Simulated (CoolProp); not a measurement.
Saturated liquid density (kg/m³) of cyclopentane: the reference equation beside estimates from Tc = 511.7 K, pc = 4.583 MPa, ω = 0.202.

Model: reference Helmholtz-energy equation of state, Gedanitz 2015, in CoolProp.

```tsv
T (K)	reference	van der Waals	Redlich-Kwong	Soave-Redlich-Kwong
370.7	662.4	421.8	608.4	628.2
384.7	645.4	410.7	588.5	608.9
398.8	627.4	398.8	567.2	588.0
412.9	608.3	386.1	544.3	565.2
426.9	588.1	372.4	519.7	540.5
441	566.0	357.4	492.7	512.9
455	541.8	341.0	463.1	482.2
469.1	513.9	322.1	429.5	446.8
483.2	480.2	299.7	390.1	404.9
```

Absolute difference from the reference over all 9 rows, mean and median: van der Waals 36.8 and 36.7 %, Redlich-Kwong 12.4 and 11.6 %, Soave-Redlich-Kwong 9.0 and 8.1 %.
